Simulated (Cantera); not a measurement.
Thermodynamics of nitride etching, feed Si3N4 + O2 + H2

Input: 1 mol Si3N4, 0.45 mol O2, 6.6 mol H2, at 1275 K and 280 Pa.

These are equilibrium values from Cantera (NASA tables, ideal gas, pure condensed phases), not measurements of a reactor. Candidate condensed phases: H2O, Si, SiO2, Si2N2O, Si3N4; 35 gas species. Mutual solubility and eutectic melting of coexisting phases are not modelled. Kinetics and transport are ignored.

```
Property                              Value
--------------------------------  ---------
x(H2)                                 0.957
x(N2)                                0.0435
x(H)                                1.36e-5
n(Si2N2O(s))                      0.900 mol
n(Si3N4(s))                       0.400 mol
gas amount                        6.900 mol
log10 activity of Si(s) (absent)      -1.79
```
